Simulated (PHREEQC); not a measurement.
Make-up at 25 °C: 1.1e-05 mol HF, 0.0026 mol (NH4)2SiF6 and 0.00011 mol H3AsO4 per kg of water. Closed to the air; pH follows from the charge balance.

Model: ion-association model, wateq4f.dat, run in PHREEQC.

```
Quantity                   Result
----------------  ---------------
pH                           3.19
ionic strength    0.00799 mol/kgw
total alkalinity     -10.5 meq/kg
```

```csv
species,molality,activity,log γ
NH4+,0.00520,0.00474,-0.041
SiF6-2,0.00209,0.00145,-0.159
F-,0.00162,0.00148,-0.041
HF,0.00144,0.00144,0.001
H+,0.000706,0.000650,-0.036
H4SiO4,0.000513,0.000514,0.001
H2AsO4-,9.84e-5,8.96e-5,-0.041
H3AsO4,1.16e-5,1.16e-5,0.001
HF2-,8.98e-6,8.17e-6,-0.041
H2F2,5.39e-6,5.40e-6,0.001
HAsO4-2,1.39e-8,9.54e-9,-0.163
NH3,4.15e-9,4.15e-9,0.000
```

Precipitation was switched off in this run. Examples of supersaturated solids here: Quartz (slow to form), Chalcedony (slow to form). Others may be too. Species that the database lacks are ignored. SiF6-2 is the database's only silicon fluoride.
